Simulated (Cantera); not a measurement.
Charge: 1 mol Al, 18 mol NH₃, 27 mol N₂, equilibrated at 750 Torr.

Cantera equilibrium calculation (NASA polynomials, part measured and part estimated; ideal gas, pure solids and liquids). Candidate condensed phases: Al, AlN; 13 gas species. Equilibrium is a limit: real reactors are often held back by kinetics, nucleation or transport.

Over these rows the condensed part is AlN(s). Partial pressures as log10 of bar:

| T (K) | 1000/T (1/K) | log p Al | log p N₂ | log p H₂ |
|---|---|---|---|---|
| 1723 | 0.5804 | -7.22 | -0.25 | -0.36 |
| 1823 | 0.5485 | -6.17 | -0.25 | -0.36 |
| 1923 | 0.5200 | ? | -0.25 | -0.36 |
| 2023 | 0.4943 | -4.38 | -0.25 | -0.37 |
| 2123 | 0.4710 | -3.61 | -0.25 | -0.37 |
| 2223 | 0.4498 | -2.92 | -0.25 | -0.37 |

Q: Fit log p(Al) = a + b·(1000/T) to the five rows, give the apparent enthalpy, and predict the row at 1923 K.

A: Means: 1000/T = 0.5088, log p = -4.860. Sxy = -0.389653, Sxx = 0.0118227, so b = -32.96 and a = -4.860 − (-32.96)×0.5088 = 11.91.
Apparent enthalpy: −19.145 × (-32.96) = 631 kJ/mol. With the condensed phases at unit activity, AlN(s) = Al(g) + 1/2 N₂(g) links this pressure to the main gases: over the six rows their terms move log p by +0.00 in all, so the slope is close to that reaction's ΔH°. The five rows lie within 0.01 of the line.
Prediction at 1923 K: 11.91 + (-32.96)×0.5200 = -5.23. The computed value is -5.23, 0.00 from the line.
